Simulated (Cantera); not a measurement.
Charge: 1 mol SiC, 0.099 mol Si, 0.011 mol H2, equilibrated at 2375 K and 6.10 mbar.

Method: chemical equilibrium by Gibbs-energy minimisation in Cantera with the NASA 1993 tables (ideal gas, pure condensed phases). Candidate condensed phases: C, C6H6, C7H8, C8H18, Si, SiC; 87 gas species. Mutual solubility and eutectic melting of coexisting phases are not modelled. Gases not in the tables: Si2H6 and higher silanes. Rates play no part.

Base state: H2 0.533, Si 0.291, H 0.132, Si2C 0.0296, Si2 0.00638, SiH 0.00535, SiC2 0.00159, Si3 0.00116 (mole fractions); condensed: Si(l) + SiC(s).

Question: What changes in the equilibrium state with this change: temperature from 2375 K to 2123 K?

Answer: 
```tsv
species	before	after
H2	0.533	0.925
H	0.132	0.0442
Si	0.291	0.0279
Si2C	0.0296	0.00124
SiC2	0.00159	1.40e-5
SiC	1.20e-5	1.11e-7
Si2	0.00638	0.000381
Si3	0.00116	7.71e-5
Si(l), mol	0.0928	0.0986
SiC(s), mol	0.999	1.000
```
